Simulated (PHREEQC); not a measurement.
A solution holds 0.0021 mol H3PO4, 0.057 mol HCl and 9.5e-05 mol H4SiO4 per kg of water, at 25 °C. Closed to the air; pH follows from the charge balance.

Model: ion-association model, phreeqc.dat, run in PHREEQC.

Each row changes one thing in this solution. This is a speciation only: nothing precipitates in the calculation.

| case | pH | SI of Quartz (SiO2) |
|---|---|---|
| as made | 1.31 | -0.03 |
| H3PO4 replaced by Na2HPO4 at the same molality | … | -0.03 |
| HCl replaced by KCl at the same molality | 2.82 | -0.03 |
| H4SiO4 from 9.5e-05 to 1.9e-05 mol/kgw | 1.31 | … |
| diluted 2-fold with water | … | -0.34 |
| HCl from 0.057 to 0.0513 mol/kgw | 1.36 | -0.04 |
| HCl from 0.057 to 0.0627 mol/kgw | … | -0.03 |
| H3PO4 left out | … | -0.03 |

Q: What belongs in the gaps?

A: 
- H3PO4 replaced by Na2HPO4 at the same molality, pH: 1.35
- H4SiO4 from 9.5e-05 to 1.9e-05 mol/kgw, SI of Quartz (SiO2): -0.73
- diluted 2-fold with water, pH: 1.60
- HCl from 0.057 to 0.0627 mol/kgw, pH: 1.27
- H3PO4 left out, pH: 1.32

Complexes and solids missing from the database can't appear.
